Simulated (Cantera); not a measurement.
Cantera run, input and output.

```python
import numpy as np
import cantera as ct

gas = ct.Solution("gri30.yaml")
gas.TPX = 1273, 100000, {'CH4': 1, 'O2': 2.47, 'N2': 15.6}
reactor = ct.IdealGasReactor(gas, energy="on", clone=False)
net = ct.ReactorNet([reactor])
net.rtol, net.atol = 1e-08, 1e-16
show = ['CH4', 'O2', 'C2H', 'OH', 'H']
times = np.geomspace(6e-06, 0.1, 15)

steps = ct.SolutionArray(gas, extra=["t"])
rows = []
print(f"{'t/s':>10s}{'T/K':>9s}{'P/Pa':>11s}" + "".join(f"{s:>11s}" for s in show))
for t in times:
    while net.time < t:
        t_next = net.step()
        steps.append(gas.state, t=t_next)
    rows.append([np.interp(t, steps.t, y) for y in (steps.T, steps.P, *steps(*show).X.T)])
    print(f"{t:10.3e}{rows[-1][0]:9.1f}{rows[-1][1]:11.4g}" + "".join(f"{x:11.3e}" for x in rows[-1][2:]))
rate = np.gradient(steps.T, steps.t)
print("integrator steps:", len(steps.t))
if steps.T.max() > steps.T[0] + 200:
    print(f"time of steepest temperature rise: {steps.t[rate.argmax()]:.4e} s")
gas.TPX = 1273, 100000, {'CH4': 1, 'O2': 2.47, 'N2': 15.6}
gas.equilibrate("UV")
print(f"equilibrium (UV): T = {gas.T:.1f} K  " + "  ".join(f"{s} {gas[s].X[0]:.3e}" for s in show))
```

Output:

```
       t/s      T/K       P/Pa        CH4         O2        C2H         OH          H
 6.000e-06   1273.0      1e+05  5.244e-02  1.295e-01  5.085e-35  3.780e-11  7.141e-11
 1.201e-05   1273.0      1e+05  5.244e-02  1.295e-01  1.704e-33  4.871e-11  7.524e-11
 2.406e-05   1273.0      1e+05  5.244e-02  1.295e-01  5.465e-32  6.899e-11  8.217e-11
 4.818e-05   1273.0      1e+05  5.244e-02  1.295e-01  1.821e-30  1.156e-10  9.666e-11
 9.647e-05   1273.0      1e+05  5.244e-02  1.295e-01  6.692e-29  2.280e-10  1.283e-10
 1.932e-04   1273.0      1e+05  5.244e-02  1.295e-01  2.851e-27  5.072e-10  2.039e-10
 3.868e-04   1273.0      1e+05  5.244e-02  1.295e-01  1.490e-25  1.223e-09  4.137e-10
 7.746e-04   1273.0      1e+05  5.244e-02  1.295e-01  1.108e-23  3.226e-09  1.103e-09
 1.551e-03   1273.0      1e+05  5.243e-02  1.295e-01  1.238e-21  8.713e-09  3.229e-09
 3.106e-03   1273.2      1e+05  5.239e-02  1.295e-01  9.757e-20  1.749e-08  7.116e-09
 6.220e-03   1274.0  1.001e+05  5.225e-02  1.294e-01  3.194e-18  3.006e-08  1.473e-08
 1.245e-02   1277.7  1.004e+05  5.169e-02  1.290e-01  1.598e-16  7.880e-08  4.946e-08
 2.494e-02   2511.2   1.99e+05  1.492e-17  2.651e-02  7.341e-23  7.428e-03  9.767e-04
 4.994e-02   2497.7  1.979e+05  1.530e-17  2.349e-02  6.324e-23  6.928e-03  9.222e-04
 1.000e-01   2497.3  1.978e+05  1.532e-17  2.339e-02  6.291e-23  6.911e-03  9.204e-04
integrator steps: 2238
time of steepest temperature rise: 2.3703e-02 s
equilibrium (UV): T = 2497.3 K  CH4 2.109e-17  O2 2.339e-02  C2H 6.895e-23  OH 6.911e-03  H 9.204e-04
```

Computed with Cantera and GRI-Mech 3.0 (53 species, 325 reactions).
